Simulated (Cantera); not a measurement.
A closed system holds: 1 mol HgO, 4.3 mol H₂, equilibrated at 750 K and 0.550 bar.

Equilibrium computed with Cantera from the NASA thermochemical tables; the gas is ideal and each condensed phase is pure. Candidate condensed phases: H₂O, Hg, HgO; 10 gas species. Equilibrium is a limit: real reactors are often held back by kinetics, nucleation or transport.

Base state: H₂ 0.623, H₂O 0.189, Hg 0.189 (mole fractions); condensed: gas only.

Question: What changes in the equilibrium state with this change: H₂ from 4.3 to 0.09 mol?

Answer: 
| species | before | after |
|---|---|---|
| Hg | 0.189 | 0.647 |
| O₂ | <1e-9 | 0.294 |
| H₂O | 0.189 | 0.0583 |
| H₂ | 0.623 | <1e-9 |
